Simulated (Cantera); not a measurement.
A perfectly stirred reactor is fed with 75.8 % CH4, 24.2 % CO2, at 2.57 atm; it is held at 2075 K, and followed from long to short residence time.

Detailed kinetics in Cantera: GRI-Mech 3.0 (53 species, 325 reactions). GRI-Mech 3.0 stops at C3 and has no aromatics, soot or wall deposition, so with more carbon than oxygen in the feed, carbon stays in small species such as C2H2 where larger ones or solid carbon would form.

Question: Predict: x(CH4) at τ = 12.0 s; x(CO2) at τ = 12.0 s; x(CH2) at τ = 12.0 s; x(C2H) at τ = 12.0 s; x(CH4) at τ = 52.0 ms; x(CO2) at τ = 52.0 ms; x(CH2) at τ = 52.0 ms; x(O) at τ = 52.0 ms; x(C2H) at τ = 52.0 ms.

Answer: 
```json
{
  "x(CH4) at τ = 12.0 s": "0.00458",
  "x(CO2) at τ = 12.0 s": "6.70e-6",
  "x(CH2) at τ = 12.0 s": "5.36e-7",
  "x(C2H) at τ = 12.0 s": "6.35e-6",
  "x(CH4) at τ = 52.0 ms": "0.0132",
  "x(CO2) at τ = 52.0 ms": "0.00132",
  "x(CH2) at τ = 52.0 ms": "1.63e-6",
  "x(O) at τ = 52.0 ms": "1.71e-9",
  "x(C2H) at τ = 52.0 ms": "6.62e-6"
}
```
